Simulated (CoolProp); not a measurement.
The fluid at 431.32 K and 1.37 MPa is throttled through a valve to 0.412 MPa with no heat exchange. The same conditions are run with several fluids, on thermodynamics alone (safety and materials aside).

The numbers come from the reference Helmholtz-energy equation of state of each fluid (R115: Lemmon 2016; propyne: Polt 1992; cyclopropane: Polt 1992; n-butane: Bücker 2006; fluoroethane (R161): Wu 2012) in CoolProp. The equations of Platzer and Polt are older, rougher fits.

| fluid | temperature change (K) | final density (kg/m³) |
|---|---|---|
| R115 | -5.2 | 18.4 |
| propyne | -7.5 | 4.79 |
| cyclopropane | -6.3 | 5.01 |
| n-butane | -8.6 | 7.08 |
| fluoroethane (R161) | -6.7 | 5.72 |
